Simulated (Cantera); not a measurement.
**Stirred combustor or abatement burner**

A perfectly stirred reactor is fed with C3H8 : O2 : N2 : CO2 = 1 : 4.1 : 31.3 : 2.7 (molar parts), at 1.01 bar; it is adiabatic with a 400 K inlet, and is followed from long to short residence time, starting on the burning branch (τ in s: 0.029, 0.012, 0.0051, 0.0021, 0.0009, 0.00038, 0.00016, 6.6e-05, 2.8e-05, 1.2e-05, 4.9e-06).

Computed with Cantera and GRI-Mech 3.0 (53 species, 325 reactions). GRI-Mech 3.0 was tuned for natural gas; its chemistry of propane as a main component is partial and can be far from experiment.

```tsv
τ (s)	T (K)	x C3H8	x O2	x CO2	x C2H4	x CH2O	x N2O
0.029	1437	3.31e-5	0.00328	0.103	0.000225	2.25e-5	1.81e-8
0.012	400	0.0256	0.105	0.0691	<1e-12	<1e-12	<1e-12
0.0051	400	0.0256	0.105	0.0691	<1e-12	<1e-12	<1e-12
0.0021	400	0.0256	0.105	0.0691	<1e-12	<1e-12	<1e-12
0.00090	400	0.0256	0.105	0.0691	<1e-12	<1e-12	<1e-12
0.00038	400	0.0256	0.105	0.0691	<1e-12	<1e-12	<1e-12
0.00016	400	0.0256	0.105	0.0691	<1e-12	<1e-12	<1e-12
6.6e-5	400	0.0256	0.105	0.0691	<1e-12	<1e-12	<1e-12
2.8e-5	400	0.0256	0.105	0.0691	<1e-12	<1e-12	<1e-12
1.2e-5	400	0.0256	0.105	0.0691	<1e-12	<1e-12	<1e-12
4.9e-6	400	0.0256	0.105	0.0691	<1e-12	<1e-12	<1e-12
```
x: mole fraction; the columns are a selection and need not sum to one.
